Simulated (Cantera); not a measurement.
Feed: 1 mol SiCl4, 0.78 mol H2, equilibrated at 648 K and 0.860 bar.

Equilibrium computed with Cantera from the NASA thermochemical tables; the gas is ideal and each condensed phase is pure. Candidate condensed phases: Si; 19 gas species. The numbers say what is thermodynamically allowed, not how fast it happens.

Base state: SiCl4 0.557, H2 0.434, HCl 0.00435, SiHCl3 0.00434 (mole fractions); condensed: gas only.

Question: What changes in the equilibrium state with this change: temperature from 648 K to 1073.15 K?

Answer: 
| species | before | after |
|---|---|---|
| SiCl4 | 0.557 | 0.510 |
| H2 | 0.434 | 0.388 |
| HCl | 0.00435 | 0.0518 |
| SiHCl3 | 0.00434 | 0.0467 |
| SiCl2 | <1e-9 | 0.000358 |
| SiCl3 | 1.11e-7 | 0.00338 |
| SiH2Cl2 | 1.95e-6 | 0.000500 |
The tables' values for SiCl3 are old estimates; treat these amounts as uncertain.
